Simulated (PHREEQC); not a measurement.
Make-up at 25 °C: 3.3 mol NaBr, 0.11 mol MgCl2 and 0.4 mol NaCl per kg of water. Closed to the air; pH follows from the charge balance.

Model: Pitzer model, pitzer.dat, run in PHREEQC.

Q: The ionic strength comes out as 4.03 mol/kgw. What activity coefficients do Cl-, Na+, Mg+2, Br- get?

A: Cl- 0.58, Na+ 1.2, Mg+2 2.6, Br- 0.70. Single-ion values are on the MacInnes scale.

Precipitation was switched off in this run. Species that the database lacks are ignored.
